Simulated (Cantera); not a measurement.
A Cantera script and its output.

```python
import numpy as np
import cantera as ct

gas = ct.Solution("gri30.yaml")
gas.TPX = 1125, 1900, {'N2O': 1, 'H2O': 0.037}
reactor = ct.IdealGasConstPressureReactor(gas, energy="off", clone=False)
net = ct.ReactorNet([reactor])
net.rtol, net.atol = 1e-08, 1e-18
show = ['N2O', 'NO', 'O', 'N2', 'O2']
times = np.geomspace(0.0003, 100, 15)

steps = ct.SolutionArray(gas, extra=["t"])
rows = []
print(f"{'t/s':>10s}{'T/K':>9s}{'P/Pa':>11s}" + "".join(f"{s:>11s}" for s in show))
for t in times:
    while net.time < t:
        t_next = net.step()
        steps.append(gas.state, t=t_next)
    rows.append([np.interp(t, steps.t, y) for y in (steps.T, steps.P, *steps(*show).X.T)])
    print(f"{t:10.3e}{rows[-1][0]:9.1f}{rows[-1][1]:11.4g}" + "".join(f"{x:11.3e}" for x in rows[-1][2:]))
rate = np.gradient(steps.T, steps.t)
print("integrator steps:", len(steps.t))
if steps.T.max() > steps.T[0] + 200:
    print(f"time of steepest temperature rise: {steps.t[rate.argmax()]:.4e} s")
gas.TPX = 1125, 1900, {'N2O': 1, 'H2O': 0.037}
gas.equilibrate("TP")
print(f"equilibrium (TP): T = {gas.T:.1f} K  " + "  ".join(f"{s} {gas[s].X[0]:.3e}" for s in show))
```

Output:

```
       t/s      T/K       P/Pa        N2O         NO          O         N2         O2
 3.000e-04   1125.0       1900  9.643e-01  1.890e-08  3.106e-07  5.513e-07  1.139e-07
 7.441e-04   1125.0       1900  9.643e-01  8.685e-08  5.020e-07  1.608e-06  5.232e-07
 1.845e-03   1125.0       1900  9.643e-01  3.124e-07  5.940e-07  4.576e-06  1.882e-06
 4.577e-03   1125.0       1900  9.643e-01  9.048e-07  6.007e-07  1.215e-05  5.452e-06
 1.135e-02   1125.0       1900  9.643e-01  2.376e-06  6.004e-07  3.101e-05  1.432e-05
 2.816e-02   1125.0       1900  9.642e-01  6.006e-06  5.997e-07  7.811e-05  3.637e-05
 6.983e-02   1125.0       1900  9.640e-01  1.468e-05  5.981e-07  1.959e-04  9.156e-05
 1.732e-01   1125.0       1900  9.636e-01  3.355e-05  5.969e-07  4.903e-04  2.307e-04
 4.296e-01   1125.0       1900  9.624e-01  7.366e-05  5.946e-07  1.226e-03  5.773e-04
 1.065e+00   1125.0       1900  9.597e-01  1.631e-04  5.860e-07  3.052e-03  1.434e-03
 2.643e+00   1125.0       1900  9.528e-01  3.871e-04  5.666e-07  7.542e-03  3.548e-03
 6.554e+00   1125.0       1900  9.362e-01  1.004e-03  5.401e-07  1.840e-02  8.716e-03
 1.626e+01   1125.0       1900  8.970e-01  2.612e-03  5.172e-07  4.406e-02  2.105e-02
 4.032e+01   1125.0       1900  8.090e-01  6.327e-03  5.016e-07  1.016e-01  4.885e-02
 1.000e+02   1125.0       1900  6.352e-01  1.369e-02  4.910e-07  2.152e-01  1.039e-01
integrator steps: 1177
equilibrium (TP): T = 1125.0 K  N2O 1.114e-09  NO 1.207e-04  O 1.922e-08  N2 6.506e-01  O2 3.252e-01
```

Computed with Cantera and GRI-Mech 3.0 (53 species, 325 reactions). GRI-Mech 3.0 was tuned for natural gas; its chemistry of N2O as a main component is partial and can be far from experiment. Radical loss at walls, strong at low pressure, is not modelled. The mechanism lacks the step 2 NO + O2 → 2 NO2, which can matter for NO2 below about 1400 K. The temperature is held fixed by assumption; the heat of reaction is taken as removed at once.
